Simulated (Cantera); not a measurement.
Feed: 1 mol Si, 0.17 mol CO2, 1.1 mol H2, 0.033 mol N2O, at 0.165 Torr.

These are equilibrium values from Cantera (NASA tables, ideal gas, pure condensed phases), not measurements of a reactor. Candidate condensed phases: C, C6H6, C7H8, C8H18, H2O, Si, SiC, SiO2, Si2N2O, Si3N4; 151 gas species. Mutual solubility and eutectic melting of coexisting phases are not modelled. Rates play no part.

### Question
At 1525 K, list the 6 most abundant gas species with their mole fractions, and the condensed phases.

### Answer
H2 0.746, SiO 0.235, N2 0.0107, CO 0.00695, H 0.00138, Si 8.58e-5. Condensed: Si(s) + SiC(s) + Si2N2O(s).
